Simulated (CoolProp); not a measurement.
Vapour-liquid equilibrium of cyclohexane (1) + n-heptane (2) at 469.7 K; x and y are mole fractions of (1).

Model: multi-fluid Helmholtz-energy mixture model, Zhou 2014 and Span 2003; pair parameters Bell 2016, in CoolProp.

Give the bubble pressure and the first vapour's composition at x = 0.15, 0.55, 0.65. Is there an azeotrope?

x = 0.15: 975.8 kPa, y = 0.182; x = 0.55: 1118 kPa, y = 0.606; x = 0.65: 1153 kPa, y = 0.700. No azeotrope shows between x = 0.05 and 0.95.

The pair parameters rest on a limited set of measurements; away from them the model extrapolates.
